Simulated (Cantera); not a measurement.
Cantera run, input and output.

```python
import numpy as np
import cantera as ct

gas = ct.Solution("gri30.yaml")
gas.TPX = 1250, 101325, {'CO': 1, 'H2': 0.21, 'CH4': 0.18, 'O2': 0.643, 'N2': 2.42}
reactor = ct.IdealGasReactor(gas, energy="on", clone=False)
net = ct.ReactorNet([reactor])
net.rtol, net.atol = 1e-08, 1e-16
show = ['CO', 'H2', 'CH4', 'C2H4', 'H2O']
times = np.geomspace(5e-06, 0.1, 11)

steps = ct.SolutionArray(gas, extra=["t"])
rows = []
print(f"{'t/s':>10s}{'T/K':>9s}{'P/Pa':>11s}" + "".join(f"{s:>11s}" for s in show))
for t in times:
    while net.time < t:
        t_next = net.step()
        steps.append(gas.state, t=t_next)
    rows.append([np.interp(t, steps.t, y) for y in (steps.T, steps.P, *steps(*show).X.T)])
    print(f"{t:10.3e}{rows[-1][0]:9.1f}{rows[-1][1]:11.4g}" + "".join(f"{x:11.3e}" for x in rows[-1][2:]))
rate = np.gradient(steps.T, steps.t)
print("integrator steps:", len(steps.t))
if steps.T.max() > steps.T[0] + 200:
    print(f"time of steepest temperature rise: {steps.t[rate.argmax()]:.4e} s")
gas.TPX = 1250, 101325, {'CO': 1, 'H2': 0.21, 'CH4': 0.18, 'O2': 0.643, 'N2': 2.42}
gas.equilibrate("UV")
print(f"equilibrium (UV): T = {gas.T:.1f} K  " + "  ".join(f"{s} {gas[s].X[0]:.3e}" for s in show))
```

It prints:

```
       t/s      T/K       P/Pa         CO         H2        CH4       C2H4        H2O
 5.000e-06   1250.0  1.013e+05  2.246e-01  4.716e-02  4.042e-02  5.881e-16  1.919e-08
 1.346e-05   1250.0  1.013e+05  2.246e-01  4.716e-02  4.042e-02  9.145e-14  1.235e-07
 3.624e-05   1250.0  1.013e+05  2.246e-01  4.716e-02  4.042e-02  1.285e-11  9.525e-07
 9.756e-05   1250.1  1.013e+05  2.246e-01  4.715e-02  4.040e-02  1.074e-08  2.513e-05
 2.627e-04   1294.7  1.049e+05  2.243e-01  4.642e-02  3.662e-02  1.666e-04  4.355e-03
 7.071e-04   2895.2  2.268e+05  1.624e-01  2.005e-02  4.846e-14  5.115e-21  9.896e-02
 1.904e-03   2885.8  2.261e+05  1.632e-01  2.036e-02  5.194e-14  5.533e-21  9.911e-02
 5.125e-03   2885.4  2.261e+05  1.632e-01  2.037e-02  5.206e-14  5.547e-21  9.912e-02
 1.380e-02   2885.4  2.261e+05  1.632e-01  2.037e-02  5.206e-14  5.547e-21  9.912e-02
 3.714e-02   2885.4  2.261e+05  1.632e-01  2.037e-02  5.206e-14  5.547e-21  9.912e-02
 1.000e-01   2885.4  2.261e+05  1.632e-01  2.037e-02  5.206e-14  5.547e-21  9.912e-02
integrator steps: 1695
time of steepest temperature rise: 3.8047e-04 s
equilibrium (UV): T = 2885.4 K  CO 1.632e-01  H2 2.037e-02  CH4 6.653e-14  C2H4 5.942e-21  H2O 9.912e-02
```

Computed with Cantera and GRI-Mech 3.0 (53 species, 325 reactions).
